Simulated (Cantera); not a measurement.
Cantera with NASA thermochemical tables; ideal gases at 1 bar, condensed phases pure. Values are per mole of reaction as written; species without (g) are pure solids or liquids, kept so even where they would boil at 1 bar.

4 Li + O2(g) ⇌ 2 Li2O

```
T (K)  ΔH° (kJ)  ΔS° (J/K)  ΔG° (kJ)  log10 K
-----  --------  ---------  --------  -------
475         ___        ___       ___      ___
675     -1213.0     -281.2   -1023.2    79.18
875     -1211.1     -278.8    -967.2    57.74
1075        ___        ___       ___      ___
1275    -1200.2     -269.5    -856.6    35.09
1475    -1192.9     -264.1    -803.2    28.45
```

Q: Some entries are withheld; supply them.

A: 
- 475, ΔH° (kJ): -1212.1
- 475, ΔS° (J/K): -279.3
- 475, ΔG° (kJ): -1079.4
- 475, log10 K: 118.70
- 1075, ΔH° (kJ): -1206.3
- 1075, ΔS° (J/K): -274.7
- 1075, ΔG° (kJ): -911.0
- 1075, log10 K: 44.27
